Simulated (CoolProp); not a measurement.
A Linde-Hampson liquefier for CF4 (R14): isothermal reversible compression at 300 K from 1 atm to 40 MPa, throttling to 1 atm, return gas leaving the recuperator 2 K below the feed. Each further row changes one setting.

Values from CoolProp's reference Helmholtz-energy equation of state, Platzer 1990. This equation is an older, rougher fit; its heat capacities, sound speeds and derivatives of the liquid may be far off and weren't checked against measurements.

```json
[
 {"case": "as stated", "liquid yield per pass": "0.290", "compression work (kJ/kg of gas)": "154"},
 {"case": "warm-end temperature 330 K", "liquid yield per pass": "0.231", "compression work (kJ/kg of gas)": "176"},
 {"case": "warm-end gap 7 K", "liquid yield per pass": "0.279", "compression work (kJ/kg of gas)": "154"}
]
```
